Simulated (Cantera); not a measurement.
A perfectly stirred reactor is fed with CH₄ : O₂ : N₂ = 1 : 3.85 : 14.5 (molar parts), equivalence ratio 0.52, at 500000 Pa; it is adiabatic with a 350 K inlet, and is followed from long to short residence time, starting on the burning branch (τ in s: 0.051, 0.025, 0.013, 0.0062, 0.003, 0.0015, 0.00074, 0.00037, 0.00018, 8.9e-05, 4.4e-05).

Detailed kinetics in Cantera: GRI-Mech 3.0 (53 species, 325 reactions).

What does this change do: pressure from 500000 Pa to 46000 Pa?


| quantity | before | after |
|---|---|---|
| blow-out, bracketed by the residence times tried | burning at 3.00 ms, out at 1.50 ms | burning at 1.50 ms, out at 0.740 ms |
| x(CH₄) at τ = 51.0 ms | 3.15e-5 | 4.22e-5 |
| x(O₂) at τ = 51.0 ms | 0.0958 | 0.0957 |
| x(HCO) at τ = 51.0 ms | 6.31e-9 | 6.61e-8 |
| x(C₂H₆) at τ = 51.0 ms | 2.13e-8 | 1.56e-9 |
| x(NO₂) at τ = 51.0 ms | 3.08e-8 | 3.83e-9 |
| x(CH₄) at τ = 1.50 ms | 0.0517 | 0.000622 |
| x(O₂) at τ = 1.50 ms | 0.199 | 0.101 |
| x(HCO) at τ = 1.50 ms | <1e-12 | 2.40e-6 |
| x(C₂H₆) at τ = 1.50 ms | <1e-12 | 7.26e-8 |
| x(NO₂) at τ = 1.50 ms | <1e-12 | 1.00e-9 |
